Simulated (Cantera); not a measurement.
Charge: 1 mol Si, 4.9 mol F₂, 2 mol N₂, held at 875 K and 57.0 Pa.

Equilibrium computed with Cantera from the NASA thermochemical tables; the gas is ideal and each condensed phase is pure. Candidate condensed phases: Si, Si₃N₄; 16 gas species. Kinetics and transport are ignored.

Base state: F 0.421, N₂ 0.268, F₂ 0.177, SiF₄ 0.134, NF₃ 8.31e-5 (mole fractions); condensed: gas only.

Q: What changes in the equilibrium state with this change: temperature from 875 K to 1048.15 K?

A: 
| species | before | after |
|---|---|---|
| F | 0.421 | 0.646 |
| N₂ | 0.268 | 0.230 |
| SiF₄ | 0.134 | 0.115 |
| F₂ | 0.177 | 0.00993 |
| NF₃ | 8.31e-5 | 5.40e-8 |

Q: What changes in the equilibrium state with this change: F₂ from 4.9 to 1.4 mol?

A: 
```
species         before   after
-------------  -------  ------
N₂               0.268   0.720
SiF₄             0.134   0.280
F                0.421   <1e-9
F₂               0.177   <1e-9
NF₃            8.31e-5   <1e-9
Si₃N₄(s), mol        0  0.1000
```
N₂ is the only nitrogen source here; it is nearly inert below about 1500 K, so the nitride shown seldom forms there in practice.
